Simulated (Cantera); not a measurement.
Input: 1 mol SiF4, 5 mol O2, a varied amount of N2, 0.17 mol NO, equilibrated at 575 °C and 1.00 Torr.

Cantera equilibrium calculation (NASA polynomials, part measured and part estimated; ideal gas, pure solids and liquids). Candidate condensed phases: Si, SiO2, Si2N2O, Si3N4; 28 gas species. Rates play no part.

x: gas mole fraction; nothing condenses.

```json
[
 {"n(N2) (mol)": "3.3", "x N2": "0.357", "x O2": "0.537", "x SiF4": "0.106", "x NO": "4.71e-6"},
 {"n(N2) (mol)": "4.5", "x N2": "0.430", "x O2": "0.477", "x SiF4": "0.0937", "x NO": "4.86e-6"},
 {"n(N2) (mol)": "6.2", "x N2": "0.508", "x O2": "0.411", "x SiF4": "0.0808", "x NO": "4.91e-6"},
 {"n(N2) (mol)": "8.6", "x N2": "0.588", "x O2": "0.344", "x SiF4": "0.0677", "x NO": "4.83e-6"},
 {"n(N2) (mol)": "12", "x N2": "0.665", "x O2": "0.280", "x SiF4": "0.0550", "x NO": "4.64e-6"},
 {"n(N2) (mol)": "16", "x N2": "0.726", "x O2": "0.229", "x SiF4": "0.0451", "x NO": "4.38e-6"},
 {"n(N2) (mol)": "23", "x N2": "0.791", "x O2": "0.174", "x SiF4": "0.0343", "x NO": "3.99e-6"},
 {"n(N2) (mol)": "32", "x N2": "0.841", "x O2": "?", "x SiF4": "?", "x NO": "?"},
 {"n(N2) (mol)": "44", "x N2": "0.879", "x O2": "?", "x SiF4": "?", "x NO": "?"},
 {"n(N2) (mol)": "60", "x N2": "0.908", "x O2": "0.0768", "x SiF4": "0.0151", "x NO": "2.84e-6"},
 {"n(N2) (mol)": "84", "x N2": "0.933", "x O2": "0.0564", "x SiF4": "0.0111", "x NO": "2.46e-6"},
 {"n(N2) (mol)": "120", "x N2": "0.952", "x O2": "0.0403", "x SiF4": "0.00793", "x NO": "2.10e-6"}
]
```

Complete the blanks.


- 32, x O2: 0.133
- 32, x SiF4: 0.0262
- 32, x NO: 3.60e-6
- 44, x O2: 0.101
- 44, x SiF4: 0.0199
- 44, x NO: 3.21e-6
